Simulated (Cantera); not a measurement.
Cantera run:

```python
import numpy as np
import cantera as ct

gas_names = """
    O2 Br2
""".split()
cond_names = """
    Ca(L) CaBr2(L) CaO(s)
""".split()


def load(file, names, dense=False):
    # The tables refer to 1 bar. Condensed volumes are neglected.
    table = {s.name: s for s in ct.Species.list_from_file(file)}
    out = []
    for n in names:
        d = dict(table[n].input_data)
        d["thermo"] = dict(d["thermo"], **{"reference-pressure": 1e5})
        if dense:
            d["equation-of-state"] = {"model": "constant-volume", "density": "1e6 g/cm^3"}
        out.append(ct.Species.from_dict(d))
    return out


species = {s.name: s for s in load("nasa_gas.yaml", gas_names) + load("nasa_condensed.yaml", cond_names)}
T = 1225
g = {n: (s.thermo.h(T) - T * s.thermo.s(T)) / (ct.gas_constant * T * np.log(10)) for n, s in species.items()}
valid = cond_names  # the entries whose range holds T


def stable(la, lb):
    # potentials (over RT ln 10) of the two non-metals from log10 p(O2) and log10 p(Br2) in bar
    mu = {}
    mu["O"] = (g["O2"] + la) / 2
    mu["Br"] = (g["Br2"] + lb) / 2
    cost = {}
    for n in valid:
        c = species[n].composition
        cost[n] = (g[n] - sum(c.get(e, 0) * m for e, m in mu.items())) / c["Ca"]
    return min(cost, key=cost.get)


results = []
for lb in [1, -0.3, -1.5, -2.8, -4.1, -5.4, -6.6, -7.9, -9.2, -10.5, -11.7, -13]:
    row = [stable(la, lb) for la in [-29, -26.8, -24.5, -22.3, -20.1, -17.8, -15.6, -13.4, -11.2, -8.9, -6.7, -4.5, -2.2, 0]]
    results.append(row)
    print(f"{lb:6.1f}  " + " ".join(f"{valid.index(n):x}" for n in row))
print("key: " + ", ".join(f"{i:x} {n}" for i, n in enumerate(valid)))
```

Result:

```
   1.0  1 1 1 1 1 1 1 1 1 1 1 1 1 1
  -0.3  1 1 1 1 1 1 1 1 1 1 1 1 1 1
  -1.5  1 1 1 1 1 1 1 1 1 1 1 1 1 2
  -2.8  1 1 1 1 1 1 1 1 1 1 1 1 2 2
  -4.1  1 1 1 1 1 1 1 1 1 1 1 2 2 2
  -5.4  1 1 1 1 1 1 1 1 1 1 2 2 2 2
  -6.6  1 1 1 1 1 1 1 1 1 2 2 2 2 2
  -7.9  1 1 1 1 1 1 1 1 2 2 2 2 2 2
  -9.2  1 1 1 1 1 1 2 2 2 2 2 2 2 2
 -10.5  1 1 1 1 1 2 2 2 2 2 2 2 2 2
 -11.7  1 1 1 1 2 2 2 2 2 2 2 2 2 2
 -13.0  1 1 1 2 2 2 2 2 2 2 2 2 2 2
key: 0 Ca(L), 1 CaBr2(L), 2 CaO(s)
```

Cantera with NASA thermochemical tables; ideal gases at 1 bar, condensed phases pure. Not in the tables: oxide halides.
